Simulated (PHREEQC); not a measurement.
Solution (25 °C): 0.24 mol/kgw H2SO4, 0.0021 mol/kgw Al2(SO4)3 and 0.0029 mol/kgw MgSO4. Closed to the air; pH follows from the charge balance.

Equilibrium calculation in PHREEQC: ion-association model, wateq4f.dat.

Problem. The ionic strength comes out as 0.309 mol/kgw. What activity coefficients do Mg+2, SO4-2, Al+3, H+, AlSO4+ get?

Solution. Mg+2 0.31, SO4-2 0.25, Al+3 0.11, H+ 0.78, AlSO4+ 0.70.

Precipitation was switched off in this run.
